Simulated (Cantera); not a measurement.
Charge: 1 mol Si₂H₆, 3.1 mol O₂, 10 mol H₂, equilibrated at 825 K and 9000 Pa.

Method: chemical equilibrium by Gibbs-energy minimisation in Cantera with the NASA 1993 tables (ideal gas, pure condensed phases). Candidate condensed phases: H₂O, Si, SiO₂; 18 gas species. The feed counts by its element totals alone. Kinetics and transport are ignored.

Base state: H₂ 0.831, H₂O 0.169 (mole fractions); condensed: SiO₂(α-quartz).

Task: What changes in the equilibrium state with this change: O₂ from 3.1 to 0.072 mol?

Result: 
| species | before | after |
|---|---|---|
| H₂ | 0.831 | 1.00 |
| H₂O | 0.169 | <1e-9 |
| SiO₂(α-quartz), mol | 2.00 | 0.0720 |
| Si(s), mol | 0 | 1.93 |
